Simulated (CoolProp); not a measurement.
Computed with CoolProp (reference Helmholtz-energy equation of state, Thol 2014).

Question: Give the vapour pressure (MPa), liquid density (kg/m³), vapour density (kg/m³), enthalpy of vaporisation (kJ/kg) of saturated chloromethane (R40) at 78.45 °C.

Answer: 
```
T (°C)  p (MPa)  liquid density (kg/m³)  vapour density (kg/m³)  enthalpy of vaporisation (kJ/kg)
------  -------  ----------------------  ----------------------  --------------------------------
78.45      2.13                     788                    49.1                               295
```
